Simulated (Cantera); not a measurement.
A closed system holds: 1 mol SiH4, 0.21 mol N2O, 160 mol N2, equilibrated at 13300 Pa.

Cantera equilibrium calculation (NASA polynomials, part measured and part estimated; ideal gas, pure solids and liquids). Candidate condensed phases: H2O, Si, SiO2, Si2N2O, Si3N4; 35 gas species. Mutual solubility and eutectic melting of coexisting phases are not modelled. The tables' values for SiN are old estimates; treat these amounts as uncertain. Equilibrium is a limit: real reactors are often held back by kinetics, nucleation or transport.

x: gas mole fraction; n: condensed amount in mol.

```
T (°C)   x N2    x H2     x SiO     x H      x Si    x Si2N  n Si2N2O(s)  n Si3N4(s)  n Si(l)
------  -----  ------  --------  ------  --------  --------  -----------  ----------  -------
502     0.988  0.0124    <1e-12  <1e-12    <1e-12    <1e-12        0.210       0.193        0
602     0.988  0.0124    <1e-12     ___    <1e-12    <1e-12        0.210       0.193        0
702     0.988  0.0124    <1e-12     ___    <1e-12    <1e-12        0.210       0.193        0
802     0.988  0.0124    <1e-12     ___    <1e-12    <1e-12        0.210       0.193        0
902     0.988  0.0124  1.18e-12     ___    <1e-12    <1e-12        0.210       0.193        0
1002    0.988  0.0124  1.27e-10     ___    <1e-12    <1e-12        0.210       0.193        0
1102    0.988  0.0124   6.80e-9     ___  2.59e-12    <1e-12        0.210       0.193        0
1202    0.988  0.0124   2.11e-7     ___  1.56e-10    <1e-12        0.210       0.193        0
1302    0.988  0.0124   4.18e-6     ___   5.56e-9  4.03e-11        0.209       0.194        0
1402    0.988  0.0124   5.74e-5     ___   1.28e-7   2.17e-9        0.201       0.196        0
1502    0.987  0.0123  0.000583     ___   2.06e-6   7.37e-8        0.116       0.225        0
1602    0.986  0.0123   0.00130     ___   2.45e-5   1.70e-6            0       0.262        0
1702    0.986  0.0121   0.00130     ___  0.000226   2.83e-5            0       0.246        0
1802    0.985  0.0119   0.00129     ___  0.000764   7.45e-5            0           0    0.624
```

Complete the blanks.


- 602, x H: 1.53e-11
- 702, x H: 3.48e-10
- 802, x H: 4.47e-9
- 902, x H: 3.73e-8
- 1002, x H: 2.25e-7
- 1102, x H: 1.04e-6
- 1202, x H: 3.95e-6
- 1302, x H: 1.27e-5
- 1402, x H: 3.53e-5
- 1502, x H: 8.80e-5
- 1602, x H: 0.000199
- 1702, x H: 0.000413
- 1802, x H: 0.000795
